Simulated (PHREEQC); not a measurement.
Brine: speciation

A solution holds 1.4 mol/kgw KCl and 0.22 mol/kgw BaCl2, at 25 °C. Closed to the air; pH follows from the charge balance.

Computed with PHREEQC (Pitzer model, pitzer.dat).

| Item | Result |
|---|---|
| ionic strength | 2.06 mol/kgw |
| activity of water | 0.944 |
| density | 1.094 g/cm³ |
| osmotic coefficient | 0.922 |

```
species  molality  activity   log γ
-------  --------  --------  ------
Cl-          1.84      1.05  -0.242
K+           1.40     0.830  -0.227
Ba+2        0.220    0.0432  -0.707
H+        1.28e-7   1.27e-7   0.000
OH-       1.28e-7   7.49e-8  -0.231
```

Precipitation was switched off in this run.
